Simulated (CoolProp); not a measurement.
Vapour-liquid equilibrium of n-pentane (1) + cyclohexane (2) at 0.592 bar; x and y are mole fractions of (1).

Values from CoolProp's multi-fluid Helmholtz-energy mixture model, Thol 2019 and Zhou 2014; pair parameters Bell 2016.

```json
[
 {"x": "0.05", "bubble temperature (K)": "332.0", "y at the bubble point": "0.195", "dew temperature at overall composition x (K)": "335.8", "liquid density (mol/L)": "8.777"},
 {"x": "0.125", "bubble temperature (K)": "325.8", "y at the bubble point": "0.401", "dew temperature at overall composition x (K)": "333.9", "liquid density (mol/L)": "8.804"},
 {"x": "0.2", "bubble temperature (K)": "320.8", "y at the bubble point": "0.541", "dew temperature at overall composition x (K)": "331.9", "liquid density (mol/L)": "8.818"},
 {"x": "0.275", "bubble temperature (K)": "316.6", "y at the bubble point": "0.642", "dew temperature at overall composition x (K)": "329.7", "liquid density (mol/L)": "8.822"},
 {"x": "0.35", "bubble temperature (K)": "313.1", "y at the bubble point": "0.718", "dew temperature at overall composition x (K)": "327.5", "liquid density (mol/L)": "8.820"},
 {"x": "0.425", "bubble temperature (K)": "310.0", "y at the bubble point": "0.777", "dew temperature at overall composition x (K)": "325.0", "liquid density (mol/L)": "8.812"},
 {"x": "0.5", "bubble temperature (K)": "307.3", "y at the bubble point": "0.824", "dew temperature at overall composition x (K)": "322.4", "liquid density (mol/L)": "8.801"},
 {"x": "0.575", "bubble temperature (K)": "304.9", "y at the bubble point": "0.862", "dew temperature at overall composition x (K)": "319.5", "liquid density (mol/L)": "8.786"},
 {"x": "0.65", "bubble temperature (K)": "302.7", "y at the bubble point": "0.895", "dew temperature at overall composition x (K)": "316.3", "liquid density (mol/L)": "8.768"},
 {"x": "0.725", "bubble temperature (K)": "300.7", "y at the bubble point": "0.923", "dew temperature at overall composition x (K)": "312.7", "liquid density (mol/L)": "8.748"},
 {"x": "0.8", "bubble temperature (K)": "298.8", "y at the bubble point": "0.947", "dew temperature at overall composition x (K)": "308.7", "liquid density (mol/L)": "8.727"},
 {"x": "0.875", "bubble temperature (K)": "297.0", "y at the bubble point": "0.969", "dew temperature at overall composition x (K)": "304.0", "liquid density (mol/L)": "8.704"},
 {"x": "0.95", "bubble temperature (K)": "295.4", "y at the bubble point": "0.988", "dew temperature at overall composition x (K)": "298.6", "liquid density (mol/L)": "8.679"}
]
```

No azeotrope shows between x = 0.05 and 0.95.

Pair parameters are fitted to limited data, so mixtures are less certain than the pure fluids.
